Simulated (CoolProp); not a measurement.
Vapour pressure (MPa) of R1234ze(E): the reference equation beside estimates from Tc = 382.5 K, pc = 3.635 MPa, ω = 0.313.

Computed with CoolProp (reference Helmholtz-energy equation of state, Thol 2016).

```json
[
 {"T (K)": "258", "reference": "0.1193", "Lee-Kesler": "0.1188", "Soave-Redlich-Kwong": "0.1188"},
 {"T (K)": "264.5", "reference": "0.1556", "Lee-Kesler": "0.1554", "Soave-Redlich-Kwong": "0.1553"},
 {"T (K)": "271.1", "reference": "0.2007", "Lee-Kesler": "0.2010", "Soave-Redlich-Kwong": "0.2008"},
 {"T (K)": "277.6", "reference": "0.2543", "Lee-Kesler": "0.2552", "Soave-Redlich-Kwong": "0.2551"},
 {"T (K)": "284.1", "reference": "0.3184", "Lee-Kesler": "0.3201", "Soave-Redlich-Kwong": "0.3201"},
 {"T (K)": "290.7", "reference": "0.3954", "Lee-Kesler": "0.3979", "Soave-Redlich-Kwong": "0.3983"},
 {"T (K)": "297.2", "reference": "0.4844", "Lee-Kesler": "0.4876", "Soave-Redlich-Kwong": "0.4888"},
 {"T (K)": "303.7", "reference": "0.5877", "Lee-Kesler": "0.5917", "Soave-Redlich-Kwong": "0.5940"},
 {"T (K)": "310.3", "reference": "0.7087", "Lee-Kesler": "0.7134", "Soave-Redlich-Kwong": "0.7175"},
 {"T (K)": "316.8", "reference": "0.8454", "Lee-Kesler": "0.8505", "Soave-Redlich-Kwong": "0.8571"},
 {"T (K)": "323.4", "reference": "1.004", "Lee-Kesler": "1.009", "Soave-Redlich-Kwong": "1.018"}
]
```

Absolute difference from the reference over all 11 rows, mean and median: Lee-Kesler 0.5 and 0.5 %, Soave-Redlich-Kwong 0.7 and 0.7 %.
